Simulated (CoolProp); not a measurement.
Vapour-liquid equilibrium of R124 (1) + R142b (2) at 0.254 MPa; x and y are mole fractions of (1).

The numbers come from the multi-fluid Helmholtz-energy mixture model, de Vries 1995 and Lemmon 2006; pair parameters Bell 2016 in CoolProp.

Problem. Give the bubble temperature and the first vapour's composition at x = 0.5, 0.8, 0.95. Is there an azeotrope?

Solution. x = 0.5: 14.7 °C, y = 0.524; x = 0.8: 13.5 °C, y = 0.823; x = 0.95: 12.7 °C, y = 0.958. No azeotrope shows between x = 0.05 and 0.95.

Pair parameters are fitted to limited data, so mixtures are less certain than the pure fluids.
